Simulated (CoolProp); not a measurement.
Vapour-liquid equilibrium of diethyl ether (1) + methanol (2) at 394.5 K; x and y are mole fractions of (1).

Model: multi-fluid Helmholtz-energy mixture model, Thol 2014 and de Reuck 1993; pair parameters Bell 2016, in CoolProp.

Give the bubble pressure and the first vapour's composition at x = 0.15, 0.65, 0.85. Is there an azeotrope?

x = 0.15: 0.8529 MPa, y = 0.298; x = 0.65: 1.089 MPa, y = 0.679; x = 0.85: 1.087 MPa, y = 0.833. y crosses x between x = 0.65 and 0.75: the model has an azeotrope there.

Pair parameters are fitted to limited data, so mixtures are less certain than the pure fluids.
